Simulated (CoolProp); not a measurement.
Propylene at several states: fugacity coefficient from the reference equation and from simpler models built on Tc = 364.2 K, pc = 4555 kPa, ω = 0.146; each cubic takes its own stable root.

Computed with CoolProp (reference Helmholtz-energy equation of state, Lemmon 2013).

```csv
T (K),p (kPa),phase,reference
128,26.6,liquid,0.0007261
157.5,1360,liquid,0.0007321
401.9,16800,supercritical,0.3950
```

Task: How far does each simpler model (van der Waals, Redlich-Kwong) lie from the reference over these 3 states: mean and median of the absolute difference, and the worst?

Result: 
- van der Waals: mean 14308.0 %, median 4702.6 %, worst +38214.3 % at 128 K and 26.6 kPa
- Redlich-Kwong: mean 12.9 %, median 15.4 %, worst -21.2 % at 128 K and 26.6 kPa
